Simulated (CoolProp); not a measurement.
Saturated liquid density (kg/m³) of carbonyl sulfide: the reference equation beside estimates from Tc = 378.8 K, pc = 63.69 bar, ω = 0.098.

Values from CoolProp's reference Helmholtz-energy equation of state, Lemmon 2006. It is a short technical equation, of lower accuracy than the large ones.

```json
[
 {"T (K)": "290.3", "reference": "1013", "van der Waals": "650.5", "Redlich-Kwong": "928.5", "Soave-Redlich-Kwong": "940.2", "Peng-Robinson": "1066"},
 {"T (K)": "294.8", "reference": "1000.0", "van der Waals": "642.1", "Redlich-Kwong": "913.5", "Soave-Redlich-Kwong": "925.5", "Peng-Robinson": "1050"},
 {"T (K)": "299.3", "reference": "986.9", "van der Waals": "633.5", "Redlich-Kwong": "898.0", "Soave-Redlich-Kwong": "910.3", "Peng-Robinson": "1032"},
 {"T (K)": "303.8", "reference": "973.5", "van der Waals": "624.6", "Redlich-Kwong": "882.0", "Soave-Redlich-Kwong": "894.6", "Peng-Robinson": "1015"},
 {"T (K)": "308.3", "reference": "959.6", "van der Waals": "615.4", "Redlich-Kwong": "865.4", "Soave-Redlich-Kwong": "878.3", "Peng-Robinson": "996.1"},
 {"T (K)": "312.9", "reference": "945.0", "van der Waals": "605.7", "Redlich-Kwong": "847.9", "Soave-Redlich-Kwong": "861.0", "Peng-Robinson": "976.4"},
 {"T (K)": "317.4", "reference": "930.1", "van der Waals": "595.8", "Redlich-Kwong": "830.1", "Soave-Redlich-Kwong": "843.3", "Peng-Robinson": "956.2"},
 {"T (K)": "321.9", "reference": "914.6", "van der Waals": "585.6", "Redlich-Kwong": "811.7", "Soave-Redlich-Kwong": "825.0", "Peng-Robinson": "935.1"},
 {"T (K)": "326.4", "reference": "898.5", "van der Waals": "574.9", "Redlich-Kwong": "792.5", "Soave-Redlich-Kwong": "805.8", "Peng-Robinson": "913.0"},
 {"T (K)": "331", "reference": "881.2", "van der Waals": "563.5", "Redlich-Kwong": "772.0", "Soave-Redlich-Kwong": "785.2", "Peng-Robinson": "889.3"},
 {"T (K)": "335.5", "reference": "863.5", "van der Waals": "551.8", "Redlich-Kwong": "751.0", "Soave-Redlich-Kwong": "764.0", "Peng-Robinson": "864.7"}
]
```

Absolute difference from the reference over all 11 rows, mean and median: van der Waals 35.9 and 35.9 %, Redlich-Kwong 10.4 and 10.3 %, Soave-Redlich-Kwong 9.1 and 8.9 %, Peng-Robinson 3.1 and 3.3 %.
